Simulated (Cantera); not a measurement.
Cantera run:

```python
import numpy as np
import cantera as ct

gas_names = [...]  # 47 gases of nasa_gas.yaml made of Cl, H, N, O, Si
cond_names = """
    H2O(s) H2O(L) NH4CL(a) NH4CL(b) Si(cr) Si(L) SiO2(Lqz) SiO2(hqz) SiO2(L) Si2N2O(s) Si3N4(a)
""".split()


# ... load() reads the species with a 1 bar reference pressure and builds the phases ...
atoms = {
    'SiCl4': {'Si': 1, 'CL': 4},
    'H2O': {'H': 2, 'O': 1},
    'N2': {'N': 2},
}
top_T = {'Si2N2O(s)': 2100, 'Si3N4(a)': 2400}  # K; cautious upper limits of use, not melting points


# ... equilibrate(T, P, feed) seeds the gas with the atoms and calls Mixture.equilibrate('TP', solver="vcs", rtol=1e-11, max_steps=5000) ...
results = []
feed = {'SiCl4': 1, 'H2O': 0.59, 'N2': 110}  # mol
T = 923  # K
P = 6400  # Pa
mix = equilibrate(T, P, feed)
results.append((T, P, feed, dict(zip(mix.species_names, mix.species_moles))))
print(gas.report(threshold=0.0001))
for i in range(1, mix.n_phases):
    print(f"{mix.phase(i).name:16s} {mix.phase_moles(i):12.5e} mol")
```

Output:

```
       temperature   923 K
          pressure   6400 Pa
           density   0.024182 kg/m^3
  mean mol. weight   28.997 kg/kmol
   phase of matter   gas

                          1 kg             1 kmol
                     ---------------   ---------------
          enthalpy        4.8589e+05        1.4089e+07  J
   internal energy        2.2124e+05        6.4152e+06  J
           entropy            8640.6        2.5055e+05  J/K
    Gibbs function       -7.4894e+06       -2.1717e+08  J
 heat capacity c_p            1128.3             32717  J/K
 heat capacity c_v            841.56             24403  J/K

                      mass frac. Y      mole frac. X     chem. pot. / RT
                     ---------------   ---------------   ---------------
               HCL           0.01326          0.010546           -43.408
                N2           0.94982           0.98315           -27.425
             SiCL4          0.036916         0.0063011           -139.32
     [  +44 minor]        1.4489e-07        1.1157e-07

Si(cr)            0.00000e+00 mol
SiO2(hqz)         2.95000e-01 mol
Si2N2O(s)         0.00000e+00 mol
Si3N4(a)          0.00000e+00 mol
```

Method: chemical equilibrium by Gibbs-energy minimisation in Cantera with the NASA 1993 tables (ideal gas, pure condensed phases).
